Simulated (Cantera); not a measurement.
Input: 1 mol Fe2O3, 2800 mol H2, 18 mol N2, equilibrated at 3.60 bar.

Cantera equilibrium calculation (NASA polynomials, part measured and part estimated; ideal gas, pure solids and liquids). Candidate condensed phases: Fe, FeO, Fe(OH)2, Fe(OH)3, Fe2O3, Fe3O4, H2O; 27 gas species. Condensed phases not in the tables: Fe4N. Equilibrium is a limit: real reactors are often held back by kinetics, nucleation or transport.

x: gas mole fraction; n: condensed amount in mol.

```json
[
 {"T (K)": "723", "x H2": "0.992", "x N2": "0.00548", "x NH3": "0.00185", "x H2O": "0.00107", "x H": "<1e-12", "x Fe": "<1e-12", "x OH": "<1e-12", "n Fe(α)": "2.00", "n Fe(γ)": "0", "n Fe(δ)": "0", "n Fe(l)": "0"},
 {"T (K)": "923", "x H2": "0.992", "x N2": "0.00625", "x NH3": "0.000284", "x H2O": "0.00106", "x H": "1.28e-10", "x Fe": "<1e-12", "x OH": "<1e-12", "n Fe(α)": "2.00", "n Fe(γ)": "0", "n Fe(δ)": "0", "n Fe(l)": "0"},
 {"T (K)": "1123", "x H2": "0.993", "x N2": "0.00635", "x NH3": "7.96e-5", "x H2O": "0.00106", "x H": "2.24e-8", "x Fe": "<1e-12", "x OH": "<1e-12", "n Fe(α)": "2.00", "n Fe(γ)": "0", "n Fe(δ)": "0", "n Fe(l)": "0"},
 {"T (K)": "1323", "x H2": "0.993", "x N2": "0.00637", "x NH3": "3.22e-5", "x H2O": "0.00106", "x H": "8.33e-7", "x Fe": "5.77e-10", "x OH": "___", "n Fe(α)": "0", "n Fe(γ)": "2.00", "n Fe(δ)": "0", "n Fe(l)": "0"},
 {"T (K)": "1523", "x H2": "0.993", "x N2": "0.00638", "x NH3": "1.64e-5", "x H2O": "0.00106", "x H": "1.21e-5", "x Fe": "6.74e-8", "x OH": "___", "n Fe(α)": "0", "n Fe(γ)": "2.00", "n Fe(δ)": "0", "n Fe(l)": "0"},
 {"T (K)": "1723", "x H2": "0.992", "x N2": "0.00638", "x NH3": "9.81e-6", "x H2O": "0.00106", "x H": "9.57e-5", "x Fe": "2.53e-6", "x OH": "___", "n Fe(α)": "0", "n Fe(γ)": "0", "n Fe(δ)": "1.99", "n Fe(l)": "0"},
 {"T (K)": "1923", "x H2": "0.992", "x N2": "0.00638", "x NH3": "6.53e-6", "x H2O": "0.00106", "x H": "0.000495", "x Fe": "4.11e-5", "x OH": "___", "n Fe(α)": "0", "n Fe(γ)": "0", "n Fe(δ)": "0", "n Fe(l)": "1.88"}
]
```

Question: Complete the blanks.

Answer: 
- 1323, x OH: 1.29e-11
- 1523, x OH: 4.01e-10
- 1723, x OH: 5.63e-9
- 1923, x OH: 4.57e-8
